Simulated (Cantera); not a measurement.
Cantera run:

```python
import numpy as np
import cantera as ct

gas_names = """
    H HNO HNO2 HNO3 HO2 H2 H2O H2O2 H2S H2SO4 N NH NH2 NH3 NH2OH NO NO2 NO3 N2 N2H2 N2H4 N2O O OH O2 O3
    S SH SN SO SO2 SO3 S2 S2O S8
""".split()
cond_names = """
    H2O(s) H2O(L) H2SO4(L) S(cr1) S(cr2) S(L)
""".split()


# ... load() reads the species with a 1 bar reference pressure and builds the phases ...
atoms = {
    'SO2': {'S': 1, 'O': 2},
    'H2': {'H': 2},
    'N2': {'N': 2},
    'H2O': {'H': 2, 'O': 1},
}
top_T = {}  # K; cautious upper limits of use, not melting points


# ... equilibrate(T, P, feed) seeds the gas with the atoms and calls Mixture.equilibrate('TP', solver="vcs", rtol=1e-11, max_steps=5000) ...
results = []
T = 2675  # K
P = 63000  # Pa
for m in [0.078, 0.13, 0.23, 0.39, 0.66, 1.1, 1.9, 3.2, 5.5]:
    feed = {'SO2': 1, 'H2': m, 'N2': 0.46, 'H2O': 1.8}  # mol
    mix = equilibrate(T, P, feed)
    results.append((T, P, feed, dict(zip(mix.species_names, mix.species_moles))))
    x = sorted(zip(gas.X, gas.species_names), reverse=True)
    print(f"T = {T:g} K  P = {P:g} Pa  n(H2) = {m:g} mol  gas = {mix.phase_moles(0):.4g} mol")
    print("   x: " + "  ".join(f"{s} {v:.3e}" for v, s in x if v > 0.001))
    print("   condensed (mol): " + ("  ".join(f"{mix.phase(i).name} {mix.phase_moles(i):.4g}"
          for i in range(1, mix.n_phases) if mix.phase_moles(i) > 1e-12) or "none"))
```

Result:

```
T = 2675 K  P = 63000 Pa  n(H2) = 0.078 mol  gas = 3.526 mol
   x: H2O 4.574e-01  SO2 2.513e-01  N2 1.284e-01  H2 5.115e-02  OH 3.288e-02  SO 3.076e-02  O2 2.190e-02  H 1.472e-02  O 6.052e-03  NO 3.995e-03
   condensed (mol): none
T = 2675 K  P = 63000 Pa  n(H2) = 0.13 mol  gas = 3.567 mol
   x: H2O 4.616e-01  SO2 2.462e-01  N2 1.271e-01  H2 5.561e-02  SO 3.245e-02  OH 3.182e-02  O2 1.888e-02  H 1.535e-02  O 5.619e-03  NO 3.690e-03  S 1.001e-03
   condensed (mol): none
T = 2675 K  P = 63000 Pa  n(H2) = 0.23 mol  gas = 3.648 mol
   x: H2O 4.678e-01  SO2 2.359e-01  N2 1.245e-01  H2 6.507e-02  SO 3.591e-02  OH 2.981e-02  H 1.660e-02  O2 1.416e-02  O 4.866e-03  NO 3.163e-03  S 1.279e-03
   condensed (mol): none
T = 2675 K  P = 63000 Pa  n(H2) = 0.39 mol  gas = 3.786 mol
   x: H2O 4.729e-01  SO2 2.188e-01  N2 1.202e-01  H2 8.208e-02  SO 4.156e-02  OH 2.684e-02  H 1.864e-02  O2 9.095e-03  O 3.900e-03  NO 2.491e-03  S 1.847e-03  SH 1.051e-03
   condensed (mol): none
T = 2675 K  P = 63000 Pa  n(H2) = 0.66 mol  gas = 4.036 mol
   x: H2O 4.729e-01  SO2 1.908e-01  N2 1.131e-01  H2 1.129e-01  SO 4.983e-02  OH 2.289e-02  H 2.186e-02  O2 4.811e-03  S 3.045e-03  O 2.837e-03  SH 2.032e-03  NO 1.757e-03
   condensed (mol): none
T = 2675 K  P = 63000 Pa  n(H2) = 1.1 mol  gas = 4.458 mol
   x: H2O 4.642e-01  H2 1.609e-01  SO2 1.519e-01  N2 1.026e-01  SO 5.763e-02  H 2.610e-02  OH 1.881e-02  S 5.116e-03  SH 4.076e-03  O2 2.281e-03  S2 2.170e-03  O 1.953e-03  NO 1.152e-03
   condensed (mol): none
T = 2675 K  P = 63000 Pa  n(H2) = 1.9 mol  gas = 5.234 mol
   x: H2O 4.428e-01  H2 2.350e-01  SO2 1.024e-01  N2 8.753e-02  SO 5.945e-02  H 3.154e-02  OH 1.485e-02  S 8.078e-03  SH 7.777e-03  S2 5.412e-03  H2S 2.054e-03  O 1.276e-03
   condensed (mol): none
T = 2675 K  P = 63000 Pa  n(H2) = 3.2 mol  gas = 6.502 mol
   x: H2O 4.053e-01  H2 3.295e-01  N2 7.054e-02  SO2 5.722e-02  SO 5.091e-02  H 3.735e-02  SH 1.209e-02  OH 1.148e-02  S 1.060e-02  S2 9.319e-03  H2S 3.781e-03
   condensed (mol): none
T = 2675 K  P = 63000 Pa  n(H2) = 5.5 mol  gas = 8.776 mol
   x: H2 4.509e-01  H2O 3.414e-01  N2 5.230e-02  H 4.370e-02  SO 3.441e-02  SO2 2.381e-02  SH 1.552e-02  S 1.164e-02  S2 1.123e-02  OH 8.266e-03  H2S 5.680e-03
   condensed (mol): none
```

These are equilibrium values from Cantera (NASA tables, ideal gas, pure condensed phases), not measurements of a reactor.
